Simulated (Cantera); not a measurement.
Feed: 1 mol TiCl4, 2.1 mol CH4, 1.4 mol H2, held at 10.0 mbar.

Method: chemical equilibrium by Gibbs-energy minimisation in Cantera with the NASA 1993 tables (ideal gas, pure condensed phases). Candidate condensed phases: C, C6H6, C7H8, C8H18, Ti, TiC, TiCl2, TiCl3, TiCl4; 96 gas species. TiC: taken at fixed stoichiometry. Kinetics and transport are ignored.

Over these rows the condensed part is C(graphite) + TiC(s). Partial pressures as log10 of bar:

| T (K) | 1000/T (1/K) | log p TiCl4 | log p H2 | log p HCl | log p TiCl3 |
|---|---|---|---|---|---|
| 1275 | 0.7843 | -3.75 | -2.26 | -2.38 | -3.77 |
| 1350 | 0.7407 | -4.03 | -2.28 | -2.35 | -3.81 |
| 1425 | 0.7018 | -4.33 | -2.29 | -2.33 | -3.87 |
| 1500 | 0.6667 | -4.62 | -2.30 | -2.31 | -3.95 |
| 1575 | 0.6349 | ? | -2.31 | -2.30 | -4.04 |
| 1650 | 0.6061 | -5.17 | -2.31 | -2.30 | -4.12 |

**Question.** Fit log p(TiCl4) = a + b·(1000/T) to the five rows, give the apparent enthalpy, and predict the row at 1575 K.

**Answer.** Means: 1000/T = 0.6999, log p = -4.380. Sxy = 0.149617, Sxx = 0.0186923, so b = 8.00 and a = -4.380 − (8.00)×0.6999 = -9.98.
Apparent enthalpy: −19.145 × (8.00) = -153 kJ/mol. With the condensed phases at unit activity, 1/3 C(graphite) + 4/3 TiCl3(g) = TiCl4(g) + 1/3 TiC(s) links this pressure to the main gases: over the six rows their terms move log p by -0.47 in all, so the slope isn't that reaction's ΔH° alone. The five rows lie within 0.04 of the line.
Prediction at 1575 K: -9.98 + (8.00)×0.6349 = -4.90. The computed value is -4.90, 0.00 from the line.
